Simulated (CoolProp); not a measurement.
Tetrahydrofuran along the isotherm 317.3 K: Z from the reference equation and from simpler models built on Tc = 540.2 K, pc = 5.304 MPa, ω = 0.234; each cubic takes its own stable root.

Values from CoolProp's reference Helmholtz-energy equation of state, Fiedler 2023.

```csv
p (MPa),phase,reference,van der Waals,Redlich-Kwong,Soave-Redlich-Kwong,Peng-Robinson
3.54,liquid,0.1120,0.1804,0.1231,0.1202,0.1066
7.07,liquid,0.2228,0.3557,0.2442,0.2388,0.2120
10.6,liquid,0.3327,0.5275,0.3638,0.3562,0.3165
14.1,liquid,0.4410,0.6951,0.4811,0.4717,0.4194
17.7,liquid,0.5516,0.8651,0.6007,0.5895,0.5246
21.2,liquid,0.6585,1.028,0.7159,0.7033,0.6262
24.8,liquid,0.7678,1.195,0.8334,0.8195,0.7300
28.3,liquid,0.8734,1.355,0.9469,0.9318,0.8305
31.8,liquid,0.9784,1.514,1.060,1.043,0.9304
35.4,liquid,1.086,1.676,1.175,1.158,1.033
38.9,liquid,1.190,1.833,1.286,1.268,1.132
42.4,liquid,1.293,1.989,1.397,1.378,1.230
46,liquid,1.399,2.149,1.510,1.491,1.332
49.5,liquid,1.502,2.303,1.620,1.600,1.429
53,liquid,1.604,2.457,1.729,1.709,1.527
```
